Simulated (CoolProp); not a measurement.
The fluid at 293.15 K and 2.76 MPa expands adiabatically to 0.184 MPa with isentropic efficiency 0.8. The same conditions are run with several fluids, on thermodynamics alone (safety and materials aside).

Values from CoolProp's reference Helmholtz-energy equation of state of each fluid (hydrogen chloride: Thol 2018; methane: Setzmann 1991; oxygen: Schmidt 1985; CF4 (R14): Platzer 1990). The equations of Platzer and Polt are older, rougher fits.

```json
[
 {"fluid": "hydrogen chloride", "work (kJ/kg)": "92.8", "final temperature (K)": "___", "final phase": "two-phase, vapour fraction 0.872", "final density (kg/m³)": "4.85"},
 {"fluid": "methane", "work (kJ/kg)": "229", "final temperature (K)": "174.4", "final phase": "gas", "final density (kg/m³)": "2.07"},
 {"fluid": "oxygen", "work (kJ/kg)": "112", "final temperature (K)": "___", "final phase": "gas", "final density (kg/m³)": "4.36"},
 {"fluid": "CF4 (R14)", "work (kJ/kg)": "___", "final temperature (K)": "203.8", "final phase": "gas", "final density (kg/m³)": "9.78"}
]
```

Task: Complete the blanks.

Result: 
- hydrogen chloride, final temperature (K): 199.4
- oxygen, final temperature (K): 164.1
- CF4 (R14), work (kJ/kg): 44.9
